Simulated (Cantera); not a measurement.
Standard-state values (1 bar) from the NASA 1993 polynomials, evaluated with Cantera. Values are per mole of reaction as written; species without (g) are pure solids or liquids, kept so even where they would boil at 1 bar.

a) 4 Al + O₂(g) = 2 Al₂O(g)
b) Nb + O₂(g) = NbO₂
c) 1.143 Ti + O₂(g) = 0.2857 Ti₄O₇
d) 0.8 V + O₂(g) = 0.4 V₂O₅
e) 4 Li + O₂(g) = 2 Li₂O

Q: Order these by ΔG° at 1498 K, most negative first.

A: e (-797 kJ), c (-709 kJ), b (-531 kJ), a (-508 kJ), d (-385 kJ)
